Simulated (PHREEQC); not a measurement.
Model water analysis in mmol/kgw, 25 °C, pH 7.02, pe -1.3: Na 2.74; K 0.000182; Ca 2.86; Mg 0.184; Cl 5.25; S(6) 0.562; Alkalinity (meq/kgw) 2.71; Br 0.00133; F 0.00111.

Valence states are taken as typed.

The numbers come from PHREEQC with the ion-association model, phreeqc.dat.

This is a speciation only: nothing precipitates in the calculation.

Question: Order these Mg species by the share of Mg that they hold, largest first: MgHCO3+, Mg+2, MgSO4.

Answer: Mg+2 (94 %), MgSO4 (4.2 %), MgHCO3+ (1.9 %)

The pH is 7.02 and the ionic strength 0.0120 mol/kgw.
